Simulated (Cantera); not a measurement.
Standard-state values (1 bar) from the NASA 1993 polynomials, evaluated with Cantera. Values are per mole of reaction as written; species without (g) are pure solids or liquids, kept so even where they would boil at 1 bar.

Between 525 and 1225 K, where is each reaction favourable under standard conditions?
- 3 CO2(g) ⇌ 3 CO(g) + O3(g)
- CO2(g) + C ⇌ 2 CO(g)


- 3 CO2(g) ⇌ 3 CO(g) + O3(g): ΔG° is 890 kJ at 525 K and 754 kJ at 1225 K; it stays positive (K < 1). ΔH° is 989 kJ and ΔS° 192 J/K at 1225 K.
- CO2(g) + C ⇌ 2 CO(g): ΔG° is 80 kJ at 525 K and -44 kJ at 1225 K; it changes sign between 925 and 1025 K. ΔH° is 168 kJ and ΔS° 173 J/K at 1225 K.
